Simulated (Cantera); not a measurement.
An adiabatic, constant-pressure homogeneous reactor starts with C₃H₈ : O₂ : N₂ = 1 : 2.27 : 8.55 (molar parts), at 1100 K and 760 Torr. Integrator tolerance rtol = 1e-08.

Cantera simulation using GRI-Mech 3.0 (53 species, 325 reactions); the numbers are that mechanism's predictions, not measurements. GRI-Mech 3.0 was tuned for natural gas; its chemistry of propane as a main component is partial and can be far from experiment.

**Question.** What does this change do: initial temperature 1100 to 1450 K?

**Answer.** 
```csv
quantity,before,after
time of steepest temperature rise,56.7 ms,0.151 ms
temperature at 0.700 s,2152 K,2441 K
equilibrium temperature,2152 K,2441 K
x(C₃H₈) at 0.700 s,<1e-12 (gas-phase equilibrium <1e-12),<1e-12 (gas-phase equilibrium <1e-12)
x(O₂) at 0.700 s,1.59e-7 (gas-phase equilibrium 1.59e-7),4.81e-6 (gas-phase equilibrium 4.81e-6)
x(C₂H₂) at 0.700 s,<1e-12 (gas-phase equilibrium <1e-12),<1e-12 (gas-phase equilibrium <1e-12)
x(C₂H) at 0.700 s,<1e-12 (gas-phase equilibrium <1e-12),<1e-12 (gas-phase equilibrium <1e-12)
x(CO) at 0.700 s,0.176 (gas-phase equilibrium 0.176),0.178 (gas-phase equilibrium 0.178)
x(CH₃) at 0.700 s,3.84e-11 (gas-phase equilibrium 4.36e-11),3.69e-11 (gas-phase equilibrium 4.11e-11)
x(NO) at 0.700 s,9.00e-6 (gas-phase equilibrium 8.22e-6),8.28e-5 (gas-phase equilibrium 8.28e-5)
```

**Question.** What does this change do: C3H8 1 to 0.4 parts?

**Answer.** 
```tsv
quantity	before	after
time of steepest temperature rise	56.7 ms	54.7 ms
temperature at 0.700 s	2152 K	2557 K
equilibrium temperature	2152 K	2557 K
x(C₃H₈) at 0.700 s	<1e-12 (gas-phase equilibrium <1e-12)	<1e-12 (gas-phase equilibrium <1e-12)
x(O₂) at 0.700 s	1.59e-7 (gas-phase equilibrium 1.59e-7)	0.0286 (gas-phase equilibrium 0.0286)
x(C₂H₂) at 0.700 s	<1e-12 (gas-phase equilibrium <1e-12)	<1e-12 (gas-phase equilibrium <1e-12)
x(C₂H) at 0.700 s	<1e-12 (gas-phase equilibrium <1e-12)	<1e-12 (gas-phase equilibrium <1e-12)
x(CO) at 0.700 s	0.176 (gas-phase equilibrium 0.176)	0.0228 (gas-phase equilibrium 0.0228)
x(CH₃) at 0.700 s	3.84e-11 (gas-phase equilibrium 4.36e-11)	<1e-12 (gas-phase equilibrium <1e-12)
x(NO) at 0.700 s	9.00e-6 (gas-phase equilibrium 8.22e-6)	0.00895 (gas-phase equilibrium 0.00895)
```
